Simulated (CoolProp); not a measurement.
A closed Brayton cycle with carbon dioxide: compressor inlet 320.15 K and 8.7 MPa, high pressure 17.3 MPa, turbine inlet 865 K, compressor efficiency 0.85, turbine efficiency 0.9, recuperator effectiveness 0 (on enthalpy, no pinch check). Each further row changes one setting.

Values from CoolProp's reference Helmholtz-energy equation of state, Span 1996.

| case | thermal efficiency (%) | net work (kJ/kg) | compressor to turbine work | compressor exit (K) | turbine exit (K) |
|---|---|---|---|---|---|
| as stated | 10.6 | 68.7 | 0.29 | 371.1 | 779.5 |
| turbine inlet 815 K | 10.6 | 62.6 | ? | 371.1 | 732.6 |
| compressor inlet 330.15 K | 10.3 | ? | 0.35 | 387.9 | 779.5 |
| high pressure 14.7 MPa | 8.2 | ? | 0.28 | 358.8 | ? |
| recuperator effectiveness 0.5 | 16.8 | 68.7 | 0.29 | 371.1 | 779.5 |

Some entries are withheld; supply them.


- turbine inlet 815 K, compressor to turbine work: 0.31
- compressor inlet 330.15 K, net work (kJ/kg): 63.0
- high pressure 14.7 MPa, net work (kJ/kg): 54.2
- high pressure 14.7 MPa, turbine exit (K): 799.3
